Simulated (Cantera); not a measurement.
Cantera run, input and output.

```python
import numpy as np
import cantera as ct

gas = ct.Solution("gri30.yaml")


def delay(T, t_max=10):
    gas.TPX = T, 530000, {'CO': 1, 'H2': 0.078, 'CH4': 0.45, 'O2': 0.654, 'N2': 2.46}
    reactor = ct.IdealGasConstPressureReactor(gas, clone=False)
    net = ct.ReactorNet([reactor])
    net.rtol, net.atol = 1e-8, 1e-16
    while net.time < t_max:
        t_old, T_old = net.time, reactor.T
        net.step()
        if reactor.T > T + 400:  # ignition: a rise of 400 K
            return t_old + (T + 400 - T_old) / (reactor.T - T_old) * (net.time - t_old)
    return np.nan


taus = []
for T in [1100, 1200, 1300, 1400, 1500, 1600]:
    taus.append(delay(T))
    print(f"T0 = {T:6g} K   tau = {taus[-1]:.4e} s")
```

It prints:

```
T0 =   1100 K   tau = 1.5554e-02 s
T0 =   1200 K   tau = 5.5033e-03 s
T0 =   1300 K   tau = 1.9505e-03 s
T0 =   1400 K   tau = 7.1116e-04 s
T0 =   1500 K   tau = 2.7383e-04 s
T0 =   1600 K   tau = 1.1415e-04 s
```

Model: GRI-Mech 3.0 (53 species, 325 reactions), integrated in Cantera.
